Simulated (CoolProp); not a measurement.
n-nonane along the isobar 2.34 MPa: fugacity coefficient from the reference equation and from simpler models built on Tc = 321.4 °C, pc = 2.282 MPa, ω = 0.443; each cubic takes its own stable root.

Values from CoolProp's reference Helmholtz-energy equation of state, Lemmon 2006. It is a short technical equation, of lower accuracy than the large ones.

```csv
T (°C),phase,reference
70.25,liquid,0.003159
91.65,liquid,0.007537
113.05,liquid,0.01590
134.45,liquid,0.03031
155.75,liquid,0.05290
177.15,liquid,0.08614
198.55,liquid,0.1318
219.95,liquid,0.1913
```

How far does each simpler model (van der Waals, Peng-Robinson) lie from the reference over these 8 states: mean and median of the absolute difference, and the worst?


- van der Waals: mean 757.3 %, median 433.0 %, worst +2483.7 % at 70.25 °C and 2.34 MPa
- Peng-Robinson: mean 2.1 %, median 1.6 %, worst +4.4 % at 70.25 °C and 2.34 MPa
